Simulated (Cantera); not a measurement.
Source: NASA polynomial tables (part measured, part estimated), evaluated in Cantera. Values are per mole of reaction as written; species without (g) are pure solids or liquids, kept so even where they would boil at 1 bar.

3 CO(g) → 3 C + O3(g), with ΔH° = 473.3 kJ and ΔS° = -336.9 J/K at 300 K.

Q: How far is the shortcut ΔG° ≈ ΔH°(300 K) − T·ΔS°(300 K) from the full temperature-dependent value at 625, 775, 925, 1075, 1225, 1375, 1525, 1675, 1825 K?

A: 
```
T (K)  shortcut (kJ)  full (kJ)  difference (kJ)  difference in log10 K
-----  -------------  ---------  ---------------  ---------------------
625            683.9      685.3             -1.4                   0.11
775            734.4      736.1             -1.7                   0.11
925            785.0      786.5             -1.6                   0.09
1075           835.5      836.4             -0.9                   0.04
1225           886.0      885.9              0.2                  -0.01
1375           936.6      934.9              1.6                  -0.06
1525           987.1      983.6              3.5                  -0.12
1675          1037.6     1031.9              5.7                  -0.18
1825          1088.2     1079.8              8.3                  -0.24
```
The shortcut ignores the heat-capacity change of the reaction.
